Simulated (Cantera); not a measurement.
Input (Python, Cantera) and output of one run.

```python
import numpy as np
import cantera as ct

gas_names = [...]  # 139 gases of nasa_gas.yaml made of C, H, N, O, Ti
cond_names = """
    C(gr) C6H6(L) C7H8(L) C8H18(L),n-octa H2O(s) H2O(L) Ti(a) Ti(b) Ti(L) TiC(s) TiC(L) TiN(s) TiN(L)
    TiO(a) TiO(b) TiO(L) TiO2(ru) TiO2(L) Ti2O3(a) Ti2O3(b) Ti2O3(L) Ti3O5(a) Ti3O5(b) Ti3O5(L) Ti4O7(s)
    Ti4O7(L)
""".split()


# ... load() reads the species with a 1 bar reference pressure and builds the phases ...
atoms = {
    'Ti(OiPr)4': {'Ti': 1, 'C': 12, 'H': 28, 'O': 4},
    'O2': {'O': 2},
    'N2': {'N': 2},
}
top_T = {'C(gr)': 4500}  # K; cautious upper limits of use, not melting points


# ... equilibrate(T, P, feed) seeds the gas with the atoms and calls Mixture.equilibrate('TP', solver="vcs", rtol=1e-11, max_steps=5000) ...
results = []
T = 2200  # K
P = 10  # Pa
for m in [23, 48, 72, 97, 120, 150, 170, 200, 220]:
    feed = {'Ti(OiPr)4': 1, 'O2': 0.097, 'N2': m}  # mol
    mix = equilibrate(T, P, feed)
    results.append((T, P, feed, dict(zip(mix.species_names, mix.species_moles))))
    x = sorted(zip(gas.X, gas.species_names), reverse=True)
    print(f"T = {T:g} K  P = {P:g} Pa  n(N2) = {m:g} mol  gas = {mix.phase_moles(0):.4g} mol")
    print("   x: " + "  ".join(f"{s} {v:.3e}" for v, s in x if v > 0.001))
    print("   condensed (mol): " + ("  ".join(f"{mix.phase(i).name} {mix.phase_moles(i):.4g}"
          for i in range(1, mix.n_phases) if mix.phase_moles(i) > 1e-12) or "none"))
```

It prints:

```
T = 2200 K  P = 10 Pa  n(N2) = 23 mol  gas = 46.74 mol
   x: N2 4.871e-01  H 2.364e-01  H2 1.761e-01  CO 8.973e-02  HCN 8.826e-03
   condensed (mol): C(gr) 6.304  TiC(s) 0.988
T = 2200 K  P = 10 Pa  n(N2) = 48 mol  gas = 72.69 mol
   x: N2 6.560e-01  H 1.776e-01  H2 9.940e-02  CO 5.770e-02  HCN 7.695e-03
   condensed (mol): C(gr) 6.138  TiC(s) 0.9814
T = 2200 K  P = 10 Pa  n(N2) = 72 mol  gas = 97.35 mol
   x: N2 7.357e-01  H 1.459e-01  H2 6.708e-02  CO 4.308e-02  HCN 6.694e-03
   condensed (mol): C(gr) 6.031  TiC(s) 0.9751
T = 2200 K  P = 10 Pa  n(N2) = 97 mol  gas = 122.9 mol
   x: N2 7.859e-01  H 1.241e-01  H2 4.856e-02  CO 3.413e-02  HCN 5.887e-03
   condensed (mol): C(gr) 5.944  TiC(s) 0.9685
T = 2200 K  P = 10 Pa  n(N2) = 120 mol  gas = 146.3 mol
   x: N2 8.171e-01  H 1.097e-01  H2 3.790e-02  CO 2.867e-02  HCN 5.303e-03
   condensed (mol): C(gr) 5.879  TiC(s) 0.9625
T = 2200 K  P = 10 Pa  n(N2) = 150 mol  gas = 176.7 mol
   x: N2 8.459e-01  H 9.558e-02  H2 2.880e-02  CO 2.373e-02  HCN 4.703e-03
   condensed (mol): C(gr) 5.808  TiC(s) 0.9547
T = 2200 K  P = 10 Pa  n(N2) = 170 mol  gas = 197 mol
   x: N2 8.603e-01  H 8.821e-02  H2 2.453e-02  CO 2.129e-02  HCN 4.378e-03
   condensed (mol): C(gr) 5.766  TiC(s) 0.9496
T = 2200 K  P = 10 Pa  n(N2) = 200 mol  gas = 227.3 mol
   x: N2 8.773e-01  H 7.921e-02  H2 1.978e-02  CO 1.845e-02  HCN 3.970e-03
   condensed (mol): C(gr) 5.711  TiC(s) 0.9418
T = 2200 K  P = 10 Pa  n(N2) = 220 mol  gas = 247.5 mol
   x: N2 8.865e-01  H 7.424e-02  H2 1.737e-02  CO 1.694e-02  HCN 3.740e-03
   condensed (mol): C(gr) 5.677  TiC(s) 0.9366
```

Cantera equilibrium calculation (NASA polynomials, part measured and part estimated; ideal gas, pure solids and liquids). The feed counts by its element totals alone. TiC: taken at fixed stoichiometry.
